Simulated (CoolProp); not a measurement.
R114 along the isobar 27.9 bar: Z from the reference equation and from simpler models built on Tc = 147.5 °C, pc = 33.52 bar, ω = 0.252; each cubic takes its own stable root.

Computed with CoolProp (reference Helmholtz-energy equation of state, Platzer 1990). This equation is an older, rougher fit; its heat capacities, sound speeds and derivatives of the liquid may be far off and weren't checked against measurements.

| T (°C) | phase | reference | van der Waals | Redlich-Kwong | Soave-Redlich-Kwong | Peng-Robinson |
|---|---|---|---|---|---|---|
| 93.25 | liquid | [?] | 0.1963 | 0.1435 | 0.1372 | 0.1212 |
| 103.45 | liquid | 0.1293 | 0.1995 | 0.1473 | 0.1407 | 0.1245 |
| 113.75 | liquid | 0.1323 | 0.2053 | 0.1534 | 0.1465 | 0.1298 |
| 124.05 | liquid | 0.1377 | 0.2169 | 0.1638 | 0.1562 | 0.1387 |
| 134.35 | liquid | 0.1499 | 0.5861 | 0.5173 | [?] | 0.1578 |
| 144.65 | gas | 0.5786 | 0.6393 | 0.5995 | 0.5966 | 0.5695 |
| 154.85 | gas | 0.6433 | 0.6770 | 0.6498 | 0.6552 | 0.6287 |
| 165.15 | gas | 0.6888 | 0.7072 | 0.6879 | 0.6984 | 0.6724 |
| 175.45 | gas | 0.7241 | 0.7321 | 0.7187 | [?] | 0.7073 |
| 185.75 | gas | 0.7528 | 0.7534 | 0.7444 | 0.7611 | 0.7362 |
| 196.05 | gas | 0.7769 | 0.7719 | 0.7664 | 0.7853 | 0.7609 |
| 206.25 | gas | 0.7975 | 0.7880 | 0.7853 | 0.8059 | 0.7821 |
| 216.55 | gas | 0.8156 | 0.8025 | 0.8022 | 0.8242 | 0.8009 |
| 226.85 | gas | 0.8316 | 0.8156 | 0.8171 | 0.8404 | 0.8176 |

Question: Complete the blanks.

Answer: 
- 93.25, reference: 0.1276
- 134.35, Soave-Redlich-Kwong: 0.1769
- 175.45, Soave-Redlich-Kwong: 0.7327

At some of these states van der Waals, Redlich-Kwong gives the other phase, because its saturation line lies elsewhere.
